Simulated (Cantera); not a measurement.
What does this Cantera script print?

```python
import numpy as np
import cantera as ct

gas_names = """
    C CH CH2 CH3 CH2OH CH3O CH4 CH3OH CO CO2 COOH C2 C2H CHCO,ketyl C2H2,acetylene C2H2,vinylidene
    CH2CO,ketene C2H3,vinyl CH3CO,acetyl C2H4 C2H4O,ethylen CH3CHO,ethanal CH3COOH (HCOOH)2 C2H5 C2H6
    CH3OCH3 C2H5OH C2O C3 C3H3,propargyl C3H4,allene C3H4,propyne C3H4,cyclo- C3H5,allyl C3H6,propylene
    C3H6,cyclo- C3H6O C3H7,n-propyl C3H7,i-propyl C3H8 C3H8O,1propanol C3H8O,2propanol C3O2 C4 C4H2
    C4H4,1,3-cyclo- C4H6,butadiene C4H6,2-butyne C4H6,cyclo- C4H8,1-butene C4H8,cis2-buten
    C4H8,tr2-butene C4H8,isobutene C4H8,cyclo- (CH3COOH)2 C4H9,n-butyl C4H9,i-butyl C4H9,s-butyl
    C4H9,t-butyl C4H10,isobutane C4H10,n-butane C5 C5H6,1,3cyclo- C5H8,cyclo- C5H10,1-pentene
    C5H10,cyclo- C5H11,pentyl C5H11,t-pentyl C5H12,n-pentane C5H12,i-pentane CH3C(CH3)2CH3 C6H2
    C6H5,phenyl C6H5O,phenoxy C6H6 C6H5OH,phenol C6H10,cyclo- C6H12,1-hexene C6H12,cyclo- C6H13,n-hexyl
    C7H7,benzyl C7H8 C7H8O,cresol C7H14,1-heptene C7H15,n-heptyl C7H16,n-heptane C8H8,styrene
    C8H10,ethylbenz C8H16,1-octene C8H17,n-octyl C8H18,isooctane C8H18,n-octane C9H19,n-nonyl
    C10H8,naphthale C10H21,n-decyl C12H9,o-bipheny C12H10,bipheny H HCO HO2 H2 HCHO,formaldehy HCOOH H2O
    H2O2 O OH O2 O3 Pb PbO Pb2
""".split()
cond_names = """
    C(gr) C6H6(L) C7H8(L) C8H18(L),n-octa H2O(s) H2O(L) Pb(cr) Pb(L) PbO(rd) PbO(yw) PbO(L) PbO2(s)
    Pb3O4(s)
""".split()


def load(file, names, dense=False):
    # The tables refer to 1 bar. Condensed volumes are neglected.
    table = {s.name: s for s in ct.Species.list_from_file(file)}
    out = []
    for n in names:
        d = dict(table[n].input_data)
        d["thermo"] = dict(d["thermo"], **{"reference-pressure": 1e5})
        if dense:
            d["equation-of-state"] = {"model": "constant-volume", "density": "1e6 g/cm^3"}
        out.append(ct.Species.from_dict(d))
    return out


gas = ct.Solution(thermo="ideal-gas", species=load("nasa_gas.yaml", gas_names))
cond = {s.name: ct.Solution(thermo="fixed-stoichiometry", species=[s], name=s.name)
        for s in load("nasa_condensed.yaml", cond_names, dense=True)}
atoms = {
    'Pb': {'Pb': 1},
    'CO': {'C': 1, 'O': 1},
    'H2': {'H': 2},
}
top_T = {'C(gr)': 4500, 'Pb3O4(s)': 820}  # K; cautious upper limits of use, not melting points


def equilibrate(T, P, feed):
    n = {}
    for name, mol in feed.items():
        for a, k in atoms[name].items():
            n[a] = n.get(a, 0.0) + k * mol
    gas.TPX = T, P, n
    mass = sum(n.values()) * gas.mean_molecular_weight
    gas.equilibrate("TP")
    valid = [c for c in cond.values() if c.min_temp <= T <= top_T.get(c.name, c.max_temp)]
    mix = ct.Mixture([(gas, mass / gas.mean_molecular_weight)] + [(c, 0.0) for c in valid])
    mix.T, mix.P = T, P
    mix.equilibrate("TP", solver="vcs", rtol=1e-11, max_steps=5000)
    return mix


results = []
feed = {'Pb': 1, 'CO': 0.093, 'H2': 2.6}  # mol
P = 11000  # Pa
for T in [898, 923, 948, 973, 998, 1023, 1048, 1073, 1098, 1123, 1148, 1173, 1198, 1223]:
    mix = equilibrate(T, P, feed)
    results.append((T, P, feed, dict(zip(mix.species_names, mix.species_moles))))

top = {s: max(r[3][s] / sum(r[3][g] for g in gas_names) for r in results) for s in gas_names}
cols = sorted((s for s in top if top[s] > 0.0001), key=lambda s: -top[s])[:5]
seen = [c for c in cond_names if any(r[3].get(c, 0) > 1e-12 for r in results)]
print("log10 of partial pressures in bar; condensed amounts in mol")
print(f"{'T/K':>10s}" + "".join(f"{s[:9]:>10s}" for s in cols + seen))
for T, P, feed, n in results:
    ng = sum(n[g] for g in gas_names)
    print(f"{T:10.4g}" + "".join(f"{np.log10(max(n[s] / ng * P / 1e5, 1e-99)):10.3f}" for s in cols)
          + "".join(f"{n.get(c, 0):10.4g}" for c in seen))
```

It prints:

```
log10 of partial pressures in bar; condensed amounts in mol
       T/K        H2        CO       CH4       H2O        Pb     Pb(L)
       898    -0.980    -2.634    -2.822    -2.844    -5.888         1
       923    -0.978    -2.565    -2.961    -2.983    -5.596    0.9999
       948    -0.977    -2.519    -3.104    -3.126    -5.320    0.9999
       973    -0.976    -2.489    -3.247    -3.268    -5.058    0.9998
       998    -0.976    -2.469    -3.388    -3.408    -4.810    0.9996
      1023    -0.975    -2.455    -3.525    -3.543    -4.574    0.9994
      1048    -0.975    -2.446    -3.658    -3.675    -4.350    0.9989
      1073    -0.975    -2.439    -3.786    -3.802    -4.136    0.9982
      1098    -0.975    -2.435    -3.909    -3.924    -3.933    0.9971
      1123    -0.975    -2.432    -4.028    -4.042    -3.738    0.9955
      1148    -0.975    -2.429    -4.142    -4.155    -3.553    0.9931
      1173    -0.976    -2.428    -4.252    -4.264    -3.375    0.9896
      1198    -0.977    -2.428    -4.359    -4.370    -3.205    0.9847
      1223    -0.978    -2.428    -4.461    -4.472    -3.042    0.9776
```

These are equilibrium values from Cantera (NASA tables, ideal gas, pure condensed phases), not measurements of a reactor.
